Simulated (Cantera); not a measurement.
Input: 1 mol SiH₂Cl₂, 0.019 mol C₂H₄, 520 mol H₂, held at 75.0 Torr.

Method: chemical equilibrium by Gibbs-energy minimisation in Cantera with the NASA 1993 tables (ideal gas, pure condensed phases). Candidate condensed phases: C, C₆H₆, C₇H₈, C₈H₁₈, Si, SiC; 109 gas species. Mutual solubility and eutectic melting of coexisting phases are not modelled. Gases not in the tables: Si₂H₆ and higher silanes. Kinetics and transport are ignored.

**Question.** Which condensed phases are stable at each of these points (T (K)): 1273, 1348, 1423, 1498, 1573, 1648, 1723, 1798, 1873, 1948, 2023, 2098, 2173, 2248?

**Answer.** 
```tsv
T (K)	condensed phases	Si condensed (%)
1273	Si(s) + SiC(s)	97.9
1348	Si(s) + SiC(s)	97.8
1423	Si(s) + SiC(s)	97.7
1498	Si(s) + SiC(s)	97.5
1573	Si(s) + SiC(s)	97.2
1648	Si(s) + SiC(s)	96.7
1723	Si(l) + SiC(s)	95.7
1798	Si(l) + SiC(s)	93.8
1873	Si(l) + SiC(s)	88.9
1948	Si(l) + SiC(s)	77.6
2023	Si(l) + SiC(s)	52.6
2098	gas only	0.0
2173	gas only	0.0
2248	gas only	0.0
```

From 1273 K to 1648 K the condensed part is Si(s) + SiC(s). From 1723 K to 2023 K the condensed part is Si(l) + SiC(s). From 2098 K to 2248 K nothing is condensed.
